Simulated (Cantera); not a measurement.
A closed system holds: 1 mol PbO, 0.5 mol CH₄, 0.16 mol N₂, at 925 K and 100000 Pa.

Equilibrium computed with Cantera from the NASA thermochemical tables; the gas is ideal and each condensed phase is pure. Candidate condensed phases: C, C₆H₆, C₇H₈, C₈H₁₈, H₂O, Pb, PbO, PbO₂, Pb₃O₄; 139 gas species. Equilibrium is a limit: real reactors are often held back by kinetics, nucleation or transport.

**Question.** What is the equilibrium state?

**Answer.** 
```json
{
 "x(H₂)": "0.401",
 "x(H₂O)": "0.187",
 "x(CO)": "0.152",
 "x(CO₂)": "0.143",
 "x(N₂)": "0.0998",
 "x(CH₄)": "0.0177",
 "x(NH₃)": "7.99e-5",
 "x(Pb)": "2.67e-6",
 "n(Pb(l))": "1.000 mol",
 "gas_amount": "1.603 mol",
 "log10 activity of C(graphite) (absent)": "-0.32",
 "log10 activity of PbO₂(s) (absent)": "-17.64"
}
```
